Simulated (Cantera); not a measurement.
Charge: 1 mol borazine, 11 mol H2O, 0.3 mol H2, held at 1775 K and 60.0 mbar.

These are equilibrium values from Cantera (NASA tables, ideal gas, pure condensed phases), not measurements of a reactor. The feed counts by its element totals alone. Kinetics and transport are ignored.

```csv
species,before,after
H2,0.450,0.429
H2O,0.296,0.297
HBO2,0.160,0.143
H,0.000792,0.0256
B2O3,0.00611,0.0108
N2,0.0867,0.0853
O,4.46e-8,0.000116
O2,1.30e-8,3.35e-5
NO,3.15e-7,6.49e-5
BO,1.82e-5,0.00189
OH,3.24e-5,0.00285
BO2,2.14e-5,0.00164
```
Gas species are given as mole fractions.

Task: What was changed between the two runs?
A) pressure from 60.0 mbar to 13.3 mbar
B) H2O from 11 to 2.7 mol
C) temperature from 1775 K to 2298 K
D) temperature from 1775 K to 798.15 K

Result: C, temperature from 1775 K to 2298 K
